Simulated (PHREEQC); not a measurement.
Na2SO4 is added in steps, without added water, to 1 kg of water holding 0.099 mol H3BO3 and 3.8e-05 mol NH3, at 25 °C. Oxygen is held at 0.21 atm. CO2 from the air is kept out. No solid was allowed to form.

Base run: PHREEQC, ion-association model, phreeqc.dat. Each further column changes one thing. The table gives NaSO4- (mol/kgw).

```tsv
Na2SO4 added (mol)	base	all activity coefficients set to 1	database wateq4f.dat	Davies equation for every ion
0	0	0	0	0
0.025	0.00226	0.00463	0.00225	0.00224
0.0625	0.00954	0.0214	0.00950	0.00983
0.0875	0.0159	0.0359	0.0158	0.0169
0.125	0.0271	0.0608	0.0270	0.0301
0.15	0.0355	0.0788	0.0353	0.0406
0.175	0.0446	0.0977	0.0442	0.0522
0.2125	0.0591	0.127	0.0586	0.0718
0.2375	0.0695	0.148	0.0689	0.0862
0.275	0.0859	0.179	0.0850	0.110
0.3	0.0973	0.200	0.0963	0.126
```

The ionic strength passes 0.7 mol/kgw, the rough limit of the ion-association models, in part of: base; database wateq4f.dat.  phreeqc.dat and wateq4f.dat share most of their constants, so their agreement is no independent check. Solids allowed in the column 'database wateq4f.dat': Mirabilite.
